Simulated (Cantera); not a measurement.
Mixture: CH4 : H2 : O2 : N2 = 1 : 0.27 : 2.3 : 8.63 (molar parts), at 0.987 atm, adiabatic and at constant pressure. Ignition delay is the time to a rise of 400 K.

Cantera simulation using GRI-Mech 3.0 (53 species, 325 reactions); the numbers are that mechanism's predictions, not measurements. Below about 1000 K GRI-Mech 3.0 lacks low-temperature oxidation paths. Below about 950 K walls govern HO2 and H2O2 in real vessels.

Problem. What does this change do: pressure from 0.987 atm to 23.7 atm?

Solution. 
```csv
quantity,before,after
delay at 900 K,0.339 s,0.106 s
delay at 1100 K,14.6 ms,1.39 ms
delay at 1300 K,2.08 ms,0.126 ms
delay at 1500 K,0.404 ms,29.7 µs
delay at 1700 K,0.117 ms,8.55 µs
apparent activation energy between 1500 and 1700 K,130 kJ/mol,130 kJ/mol
```
The pressure lies above the range GRI-Mech 3.0 was tuned for (to about 10 atm).
